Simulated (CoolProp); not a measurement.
Properties of C3F8 (R218) along the isobar 0.91 MPa.

Computed with CoolProp (reference Helmholtz-energy equation of state, Lemmon 2006). It is a short technical equation, of lower accuracy than the large ones.

```csv
T (K),phase,Z,cv (kJ/(kg K)),conductivity (mW/(m K))
340.3,gas,0.8664,0.8290,16.4
352.8,gas,0.8850,…,…
365.2,gas,0.9001,0.8542,18.5
377.7,gas,0.9128,0.8676,19.6
390.2,gas,0.9235,0.8810,20.7
402.6,gas,…,0.8942,…
415.1,gas,0.9404,0.9073,23.0
427.5,gas,0.9472,…,24.2
440,gas,0.9532,…,25.5
```

Problem. What belongs in the gaps?

Solution. 
- 352.8, cv (kJ/(kg K)): 0.8412
- 352.8, conductivity (mW/(m K)): 17.4
- 402.6, Z: 0.9325
- 402.6, conductivity (mW/(m K)): 21.9
- 427.5, cv (kJ/(kg K)): 0.9200
- 440, cv (kJ/(kg K)): 0.9324

Thermal conductivity comes from a separate model (Huber 2003), an estimate that may be off by 10 % or more.
